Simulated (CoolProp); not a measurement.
Computed with CoolProp (reference Helmholtz-energy equation of state, Setzmann 1991).

Question: For methane, give the phase and the conductivity (mW/(m K)) at 208.2 K and 38.8 kPa; 208.2 K and 1230 kPa; 208.2 K and 6900 kPa.

Answer: 
- 208.2 K and 38.8 kPa: gas; conductivity 22.7
- 208.2 K and 1230 kPa: gas; conductivity 24.0
- 208.2 K and 6900 kPa: supercritical; conductivity 56.9

Thermal conductivity comes from a separate model (Friend 1989).
